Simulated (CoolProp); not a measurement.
Vapour-liquid equilibrium of n-pentane (1) + toluene (2) at 343 kPa; x and y are mole fractions of (1).

Computed with CoolProp (multi-fluid Helmholtz-energy mixture model, Thol 2019 and Lemmon 2006; pair parameters Bell 2016).

```tsv
x	bubble temperature, mixture model (°C)	bubble temperature, Raoult's law (°C)	y, mixture model	y, Raoult's law
0.05	148.4	150.2	0.246	0.233
0.125	134.4	138.1	…	0.469
0.2	123.7	128.1	…	0.621
0.275	115.3	119.8	0.725	0.724
0.35	…	112.7	0.789	0.796
0.425	103.1	106.5	0.835	0.849
0.5	98.5	101.2	0.870	0.888
0.575	…	96.5	0.898	0.917
0.65	…	92.2	…	0.940
0.725	87.7	88.5	0.941	0.959
0.8	…	85.0	0.959	0.973
0.875	81.8	81.9	0.975	0.985
0.95	79.0	79.0	0.990	0.995
```

Q: Fill in the missing entries.

A: 
- 0.125, y, mixture model: 0.486
- 0.2, y, mixture model: 0.631
- 0.35, bubble temperature, mixture model (°C): 108.6
- 0.575, bubble temperature, mixture model (°C): 94.5
- 0.65, bubble temperature, mixture model (°C): 90.9
- 0.65, y, mixture model: 0.921
- 0.8, bubble temperature, mixture model (°C): 84.6

The largest gap from Raoult's law is -4.5 K in bubble temperature, at x = 0.275. No azeotrope shows between x = 0.05 and 0.95.

The pair parameters rest on a limited set of measurements; away from them the model extrapolates.
